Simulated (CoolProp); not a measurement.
R125 at 293.15 K and 0.594 MPa is throttled through a valve to 0.139 MPa with no heat exchange. Each further row changes one setting.

The numbers come from the reference Helmholtz-energy equation of state, Lemmon 2005 in CoolProp.

```
case                        temperature change (K)  final density (kg/m³)
--------------------------  ----------------------  ---------------------
as stated                                     -7.4                   7.20
outlet pressure 0.0417 MPa                    -8.9                   2.13
outlet pressure 0.181 MPa                     -6.7                   9.42
```
